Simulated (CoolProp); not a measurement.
Properties of R134a along the isobar 5.65 MPa.

Model: reference Helmholtz-energy equation of state, Tillner-Roth 1994, in CoolProp.

| T (°C) | phase | Z | cp (kJ/(kg K)) | speed of sound (m/s) | isothermal compressibility (1/MPa) | conductivity (mW/(m K)) | fugacity coefficient |
|---|---|---|---|---|---|---|---|
| -1.55 | liquid | 0.1935 | 1.312 | 670.8 | 0.002522 | 95.8 | 0.05436 |
| 7.45 | liquid | 0.1914 | 1.333 | 632.5 | 0.002907 | 92.0 | 0.07298 |
| 16.55 | liquid | 0.1896 | 1.355 | 594.0 | 0.003387 | 88.3 | 0.09584 |
| 25.55 | liquid | 0.1884 | 1.380 | 555.9 | 0.003985 | 84.6 | 0.1227 |
| 34.55 | liquid | 0.1877 | 1.409 | 517.8 | 0.004751 | 81.0 | 0.1539 |
| 43.55 | liquid | 0.1876 | 1.442 | 479.4 | 0.005759 | 77.4 | 0.1895 |
| 52.55 | liquid | 0.1882 | 1.482 | 440.7 | 0.007127 | 73.8 | 0.2294 |
| 61.55 | liquid | 0.1896 | 1.531 | 401.5 | 0.009057 | 70.2 | 0.2733 |
| 70.55 | liquid | 0.1921 | 1.593 | 361.5 | 0.01192 | 66.6 | 0.3209 |
| 79.65 | liquid | 0.1962 | 1.679 | 319.8 | 0.01657 | 62.7 | 0.3723 |
| 88.65 | liquid | 0.2026 | 1.804 | 276.6 | 0.02476 | 58.8 | 0.4254 |
| 97.65 | liquid | 0.2133 | 2.018 | 230.2 | 0.04223 | 54.7 | 0.4800 |
| 106.65 | supercritical | 0.2335 | 2.496 | 178.6 | 0.09441 | 50.3 | 0.5343 |

Thermal conductivity comes from a separate model (McLinden 2000), an estimate that may be off by 10 % or more.
